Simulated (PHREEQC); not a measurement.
PHREEQC input (ion-association model, phreeqc.dat):

```
SOLUTION_SPECIES
  CO3-2 + 10 H+ + 8 e- = CH4 + 3 H2O  # shut off: no methane
    -log_k -100
    -delta_h 0
    -analytic -100
SOLUTION 1
  temp 25
  units mol/kgw
  pH 7 charge
  Cl 0.026
  Na 0.026
END
SELECTED_OUTPUT 1
  -reset false
  -pH true
  -pe true
  -ionic_strength true
  -water true
  -totals C Cl Na C(-4) C(4) Mtg
  -molalities H+ Na+ Cl- CO3-2 OH- HCO3- CO2 (CO2)2 NaOH NaCO3-
    NaHCO3
  -saturation_indices Halite
USER_PUNCH 1
  -headings p_CO2(g) phi_CO2(g) p_Mtg(g) phi_Mtg(g) p_H2O(g) phi_H2O(g) density
  10 PUNCH PR_P("CO2(g)"), PR_PHI("CO2(g)"), PR_P("Mtg(g)"), PR_PHI("Mtg(g)"), PR_P("H2O(g)"), PR_PHI("H2O(g)"), RHO
PRINT
  -reset false
USE solution 1
REACTION_TEMPERATURE 1
  100
GAS_PHASE 1
  -fixed_pressure
  -pressure 2
  -temperature 100
  -volume 20
  CO2(g) 1.02
  Mtg(g) 0.98
  H2O(g) 0
END
# ... the last block is repeated for the other 12 points of P (atm)
```

Selected output (columns that matter, 12 of 13 rows; P (atm) added in front):

```
P (atm)	pH	mu	C	Cl	Na	Mtg	si_Halite	p_CO2(g)	phi_CO2(g)	p_Mtg(g)	phi_Mtg(g)	p_H2O(g)	phi_H2O(g)	density
2	4.345	0.026682	0.0053116	0.02663	0.02663	0.00048307	-4.9263	0.50676	0.99568	0.49033	1.0025	1.0029	0.9853	0.9595
5	4.047	0.026501	0.020856	0.026397	0.026397	0.0019195	-4.9339	2.0203	0.98634	1.9628	0.99821	1.0169	0.97324	0.95972
10	3.8743	0.026517	0.046105	0.026363	0.026363	0.0042769	-4.9357	4.5429	0.97296	4.4184	0.99324	1.0387	0.95535	0.96009
20	3.7185	0.026586	0.094303	0.026365	0.026365	0.0088547	-4.9371	9.5897	0.94753	9.3272	0.98444	1.0831	0.92101	0.96081
30	3.633	0.02665	0.1395	0.026382	0.026382	0.013259	-4.938	14.638	0.92302	14.232	0.97628	1.1296	0.88776	0.96152
40	3.5749	0.026709	0.18178	0.026402	0.026402	0.017499	-4.9388	19.689	0.89929	19.133	0.96864	1.1785	0.85549	0.96221
75	3.4572	0.026893	0.30813	0.026491	0.026491	0.031201	-4.9408	37.375	0.82231	36.256	0.94563	1.3696	0.75024	0.96449
100	3.4088	0.027016	0.37989	0.026566	0.026566	0.040058	-4.9416	50.012	0.77311	48.462	0.93252	1.5262	0.68271	0.96601
150	3.3477	0.027255	0.48689	0.026738	0.026738	0.055937	-4.9425	75.286	0.6895	72.827	0.91336	1.8873	0.56794	0.9688
200	3.309	0.027484	0.55988	0.026919	0.026919	0.069869	-4.9429	100.55	0.62501	97.154	0.90142	2.298	0.48006	0.97136
300	3.2573	0.027871	0.6538	0.027236	0.027236	0.093385	-4.9442	151.05	0.54215	145.77	0.89215	3.1772	0.36798	0.97611
400	3.2189	0.028152	0.71677	0.027458	0.027458	0.11284	-4.9475	201.56	0.4986	194.4	0.89812	4.0412	0.30663	0.9806
```

Species that the database lacks are ignored. Constants without temperature data keep their 25 °C values here.
